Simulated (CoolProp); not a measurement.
Saturation properties of ethylene (Tc = 9.2 °C, pc = 5.042 MPa, ω = 0.087).

The numbers come from the reference Helmholtz-energy equation of state, Smukala 2000 in CoolProp.

```
T (°C)   p (MPa)  liquid density (kg/m³)  vapour density (kg/m³)  surface tension (mN/m)
-------  -------  ----------------------  ----------------------  ----------------------
-118.35  0.03919                   588.1                  0.8687                    18.8
-107.25  0.08216                   572.6                   1.720                    16.9
-96.05    0.1562                   556.5                   3.117                    15.0
-84.95    0.2718                   539.8                   5.221                    13.2
-73.75    0.4444                   522.2                   8.297                    11.4
-62.65    0.6848                   503.6                   12.57                    9.62
-51.45     1.012                   483.5                   18.47                    7.89
-40.35     1.437                   461.7                   26.42                    6.23
-29.15     1.983                   436.9                   37.40                    4.61
-18.05     2.658                   408.2                   52.68                    3.09
-6.85      3.496                   371.6                   75.95                    1.67
```

It boils at -103.8 °C under 1 atm.

Surface tension comes from a separate correlation (Mulero 2012).
